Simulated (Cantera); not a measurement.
Mixture: 2.92 % CH4, 0.760 % C2H6, 2.05 % C3H8, 19.1 % O2, 71.9 % N2, 3.22 % CO2, equivalence ratio 0.98, at 12.0 bar, adiabatic and at constant pressure. Ignition delay is the time to a rise of 400 K.

Detailed kinetics in Cantera: GRI-Mech 3.0 (53 species, 325 reactions). GRI-Mech 3.0 was tuned for natural gas; its chemistry of propane as a main component is partial and can be far from experiment. The pressure lies above the range GRI-Mech 3.0 was tuned for (to about 10 atm).

Problem. Predict: delay at 1200 K; delay at 1275 K; delay at 1350 K; delay at 1425 K; delay at 1500 K; delay at 1575 K; apparent activation energy between 1425 and 1575 K.

Solution. 
```
Quantity                                                Result
--------------------------------------------------  ----------
delay at 1200 K                                       0.670 ms
delay at 1275 K                                       0.250 ms
delay at 1350 K                                        98.2 µs
delay at 1425 K                                        41.8 µs
delay at 1500 K                                        19.7 µs
delay at 1575 K                                        10.2 µs
apparent activation energy between 1425 and 1575 K  180 kJ/mol
```
